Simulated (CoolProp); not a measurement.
Saturation properties of dimethyl carbonate (Tc = 557.0 K, pc = 4.909 MPa, ω = 0.346).

Values from CoolProp's reference Helmholtz-energy equation of state, Zhou 2011.

```tsv
T (K)	p (MPa)	liquid density (kg/m³)	enthalpy of vaporisation (kJ/kg)	liquid cp (kJ/(kg K))	vapour Z	surface tension (mN/m)
292.9	0.005517	1070	422.7	1.826	0.9968	29.2
317.4	0.01815	1038	406.5	1.862	0.9920	25.5
342	0.04892	1004	390.2	1.909	0.9831	22.0
366.5	0.1122	969.4	373.4	1.966	0.9687	18.6
391	0.2279	933.3	355.6	2.033	0.9476	15.3
415.6	0.4211	895.1	336.2	2.108	0.9183	12.3
440.1	0.7189	854.5	314.8	2.194	0.8798	9.42
464.7	1.157	809.9	290.1	2.302	0.8298	6.78
489.2	1.771	759.6	260.7	2.462	0.7655	4.42
```

It boils at 363.3 K under 1 atm.

Surface tension comes from a separate correlation (Mulero 2014).
